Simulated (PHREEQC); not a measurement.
Solution (30 °C): 0.078 mol/kgw TMAH and 0.012 mol/kgw KH2PO4. Closed to the air; pH follows from the charge balance.

All values are PHREEQC results (ion-association model, wateq4f.dat), not measurements.

The ionic strength comes out as 0.122 mol/kgw. What activity coefficients do OH-, HPO4-2, K+, PO4-3, KHPO4- get?

OH- 0.74, HPO4-2 0.35, K+ 0.75, PO4-3 0.094, KHPO4- 0.77.

Precipitation was switched off in this run. Complexes and solids missing from the database can't appear. (CH3)4N+ isn't in the database: it is added as a free cation with an ion size of 4 Å. H3PO4, which wateq4f.dat lacks, is added to it with the constant of phreeqc.dat.
